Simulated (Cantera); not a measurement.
Input (Python, Cantera) and output of one run.

```python
import numpy as np
import cantera as ct

gas_names = [...]  # 92 gases of nasa_gas.yaml made of C, H, N
cond_names = """
    C(gr) C6H6(L) C7H8(L) C8H18(L),n-octa
""".split()


# ... load() reads the species with a 1 bar reference pressure and builds the phases ...
atoms = {
    'toluene': {'C': 7, 'H': 8},
    'H2': {'H': 2},
    'N2': {'N': 2},
}
top_T = {'C(gr)': 4500}  # K; cautious upper limits of use, not melting points


# ... equilibrate(T, P, feed) seeds the gas with the atoms and calls Mixture.equilibrate('TP', solver="vcs", rtol=1e-11, max_steps=5000) ...
results = []
feed = {'toluene': 1, 'H2': 1.8, 'N2': 11}  # mol
T = 2850  # K
P = 1000  # Pa
mix = equilibrate(T, P, feed)
results.append((T, P, feed, dict(zip(mix.species_names, mix.species_moles))))
print(gas.report(threshold=1e-05))
for i in range(1, mix.n_phases):
    print(f"{mix.phase(i).name:16s} {mix.phase_moles(i):12.5e} mol")
```

Output:

```
       temperature   2850 K
          pressure   1000 Pa
           density   0.00070895 kg/m^3
  mean mol. weight   16.8 kg/kmol
   phase of matter   gas

                          1 kg             1 kmol
                     ---------------   ---------------
          enthalpy        9.8618e+06        1.6567e+08  J
   internal energy        8.4513e+06        1.4198e+08  J
           entropy             16510        2.7736e+05  J/K
    Gibbs function       -3.7192e+07       -6.2481e+08  J
 heat capacity c_p            1980.2             33267  J/K
 heat capacity c_v            1485.3             24952  J/K

                      mass frac. Y      mole frac. X     chem. pot. / RT
                     ---------------   ---------------   ---------------
                 C        0.00080612         0.0011275           -3.5742
                CH        1.6421e-05        2.1189e-05           -17.341
                CN          0.014656          0.009463           -20.302
                C2        0.00081452        0.00056962           -7.1484
               C2H         0.0025162         0.0016888           -20.916
    C2H2,acetylene         0.0063393         0.0040901           -34.683
               CNC        3.1033e-05        1.3709e-05           -23.876
              C2N2         0.0007845        0.00025327           -40.603
                C3           0.01239         0.0057765           -10.723
                C4        3.5602e-05        1.2449e-05           -14.297
              C4H2         0.0001996        6.6985e-05           -41.831
                C5        0.00023425        6.5527e-05           -17.871
                 H          0.018824           0.31372           -13.767
               HCN          0.056861          0.035345           -34.069
               HNC         0.0094685         0.0058857           -34.069
                H2          0.012485           0.10404           -27.535
                 N        3.0197e-05        3.6217e-05           -16.727
                N2           0.86347           0.51781           -33.455
     [  +74 minor]        3.5761e-05        1.7715e-05

C(gr)             5.31816e+00 mol
```

Cantera equilibrium calculation (NASA polynomials, part measured and part estimated; ideal gas, pure solids and liquids).
